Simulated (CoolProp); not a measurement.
Vapour-liquid equilibrium of n-hexane (1) + dimethyl carbonate (2) at 349.1 K; x and y are mole fractions of (1).

Values from CoolProp's multi-fluid Helmholtz-energy mixture model, Thol 2019 and Zhou 2011; pair parameters Bell 2016.

```json
[
 {"x": "0.05", "bubble pressure (kPa)": "…", "y at the bubble point": "0.285", "dew pressure at overall composition x (kPa)": "…", "liquid density (mol/L)": "…"},
 {"x": "0.2", "bubble pressure (kPa)": "118.1", "y at the bubble point": "0.535", "dew pressure at overall composition x (kPa)": "…", "liquid density (mol/L)": "…"},
 {"x": "0.35", "bubble pressure (kPa)": "130.0", "y at the bubble point": "0.608", "dew pressure at overall composition x (kPa)": "91.91", "liquid density (mol/L)": "9.162"},
 {"x": "0.5", "bubble pressure (kPa)": "135.3", "y at the bubble point": "0.652", "dew pressure at overall composition x (kPa)": "112.5", "liquid density (mol/L)": "…"},
 {"x": "0.65", "bubble pressure (kPa)": "138.2", "y at the bubble point": "…", "dew pressure at overall composition x (kPa)": "135.2", "liquid density (mol/L)": "8.000"},
 {"x": "0.8", "bubble pressure (kPa)": "138.4", "y at the bubble point": "0.772", "dew pressure at overall composition x (kPa)": "137.5", "liquid density (mol/L)": "7.541"},
 {"x": "0.95", "bubble pressure (kPa)": "131.7", "y at the bubble point": "0.918", "dew pressure at overall composition x (kPa)": "129.7", "liquid density (mol/L)": "7.151"}
]
```

Task: Complete the blanks.

Result: 
- 0.05, bubble pressure (kPa): 84.89
- 0.05, dew pressure at overall composition x (kPa): 66.14
- 0.05, liquid density (mol/L): 10.73
- 0.2, dew pressure at overall composition x (kPa): 77.05
- 0.2, liquid density (mol/L): 9.888
- 0.5, liquid density (mol/L): 8.536
- 0.65, y at the bubble point: 0.698

y crosses x between x = 0.65 and 0.8: the model has an azeotrope there.

Pair parameters are fitted to limited data, so mixtures are less certain than the pure fluids. With so large a gap from Raoult's law the liquid may split in two, which this calculation doesn't test in full.
